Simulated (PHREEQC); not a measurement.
Dissolve 0.011 mol/kgw NH4HF2 and 5.8e-05 mol/kgw H2SiF6 at 25 °C and 10 atm. Closed to the air; pH follows from the charge balance.

The numbers come from PHREEQC with the ion-association model, phreeqc.dat.

Problem. The ionic strength comes out as 0.0118 mol/kgw. What activity coefficients do HF2-, NH4+, F-, SiF6-2, H+ get?

Solution. HF2- 0.90, NH4+ 0.89, F- 0.89, SiF6-2 0.65, H+ 0.91.

No solid was allowed to form. SiF6-2 is the database's only silicon fluoride.
